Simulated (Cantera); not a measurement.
Charge: 1 mol SiF4, 22 mol N2O, 4.4 mol H2, held at 2123.15 K and 1.00 bar.

These are equilibrium values from Cantera (NASA tables, ideal gas, pure condensed phases), not measurements of a reactor. Candidate condensed phases: H2O, Si, SiO2, Si2N2O, Si3N4; 58 gas species. The tables hold silica as quartz up to 1696 K and as liquid above; real silica turns to tridymite and cristobalite and melts near 1996 K. Gases not in the tables: Si(OH)4. The numbers say what is thermodynamically allowed, not how fast it happens.

Base state: N2 0.586, O2 0.230, HF 0.107, H2O 0.0631, NO 0.00952, OH 0.00294, O 0.000783, SiF4 0.000123 (mole fractions); condensed: SiO2(l).

### Question
What changes in the equilibrium state with this change: temperature from 2123.15 K to 1775 K?

### Answer
```json
[
 {"species": "N2", "before": "0.586", "after": "0.590"},
 {"species": "O2", "before": "0.230", "after": "0.235"},
 {"species": "HF", "before": "0.107", "after": "0.106"},
 {"species": "NO", "before": "0.00952", "after": "0.00349"},
 {"species": "H2O", "before": "0.0631", "after": "0.0651"},
 {"species": "SiF4", "before": "0.000123", "after": "0.000427"},
 {"species": "H", "before": "3.43e-5", "after": "6.92e-7"},
 {"species": "O", "before": "0.000783", "after": "4.64e-5"},
 {"species": "H2", "before": "9.12e-5", "after": "5.72e-6"},
 {"species": "F", "before": "2.65e-5", "after": "1.88e-6"},
 {"species": "SiO2(l), mol", "before": "0.995", "after": "0"},
 {"species": "SiO2(condensed), mol", "before": "0", "after": "0.984"}
]
```
